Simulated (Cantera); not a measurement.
# Reactions in the system H-S-Si

Source: NASA polynomial tables (part measured, part estimated), evaluated in Cantera. Values are per mole of reaction as written; species without (g) are pure solids or liquids, kept so even where they would boil at 1 bar.

SiH4(g) → 2 H(g) + SiH2(g)

| T (K) | ΔH° (kJ) | ΔS° (J/K) | ΔG° (kJ) | log10 K |
|---|---|---|---|---|
| 300 | 647.1 | 232.5 | 577.3 | -100.52 |
| 475 | 652.4 | 246.5 | 535.3 | -58.86 |
| 575 | 655.0 | 251.5 | 510.4 | -46.36 |
| 675 | 657.3 | 255.3 | 485.0 | -37.53 |
| 775 | 659.4 | 258.2 | 459.3 | -30.96 |
| 875 | 661.3 | 260.4 | 433.4 | -25.87 |
| 975 | 662.8 | 262.1 | 407.3 | -21.82 |

SiH2(g) → H2(g) + Si

```tsv
T (K)	ΔH° (kJ)	ΔS° (J/K)	ΔG° (kJ)	log10 K
300	-245.3	-58.0	-227.9	39.69
475	-243.2	-52.4	-218.3	24.01
575	-242.4	-50.8	-213.2	19.37
675	-241.9	-50.1	-208.2	16.11
775	-241.7	-49.8	-203.2	13.69
875	-241.7	-49.7	-198.2	11.83
975	-241.6	-49.6	-193.2	10.35
```

3 S + 2 SiH3(g) → 2 Si(g) + 3 H2S(g)

| T (K) | ΔH° (kJ) | ΔS° (J/K) | ΔG° (kJ) | log10 K | condensed phases |
|---|---|---|---|---|---|
| 300 | 419.8 | 424.1 | 292.6 | -50.94 | S(s) |
| 475 | 408.1 | 395.0 | 220.5 | -24.24 | S(l) |
| 575 | 401.5 | 382.4 | 181.6 | -16.50 | S(l) |
| 675 | 396.2 | 373.8 | 143.8 | -11.13 | S(l) |
| 775 | 391.6 | 367.6 | 106.8 | -7.20 | S(l) |
| 875 | 386.5 | 361.4 | 70.3 | -4.20 | S(l) |
| 975 | 380.6 | 355.0 | 34.5 | -1.85 | S(l) |

SiH4(g) → H(g) + SiH3(g)

```
T (K)  ΔH° (kJ)  ΔS° (J/K)  ΔG° (kJ)  log10 K
-----  --------  ---------  --------  -------
300       393.1      126.7     355.1   -61.82
475       395.6      133.3     332.3   -36.54
575       396.7      135.4     318.8   -28.96
675       397.6      136.9     305.2   -23.62
775       398.3      137.9     291.4   -19.64
875       399.0      138.7     277.6   -16.57
975       399.5      139.2     263.7   -14.13
```
